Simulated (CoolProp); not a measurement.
Model: reference Helmholtz-energy equation of state, Thol 2017, in CoolProp.

**Question.** For octamethyltrisiloxane (MDM), give the phase and the density (kg/m³), cp (kJ/(kg K)), Joule-Thomson coefficient (K/MPa), isothermal compressibility (1/MPa) at 423.6 K and 8.98 bar; 423.6 K and 27 bar; 423.6 K and 71.9 bar.

**Answer.** 
- 423.6 K and 8.98 bar: liquid; density 681, cp 2.10, Joule-Thomson coefficient -0.169, isothermal compressibility 0.00629
- 423.6 K and 27 bar: liquid; density 689, cp 2.09, Joule-Thomson coefficient -0.206, isothermal compressibility 0.00555
- 423.6 K and 71.9 bar: liquid; density 704, cp 2.07, Joule-Thomson coefficient -0.269, isothermal compressibility 0.00434
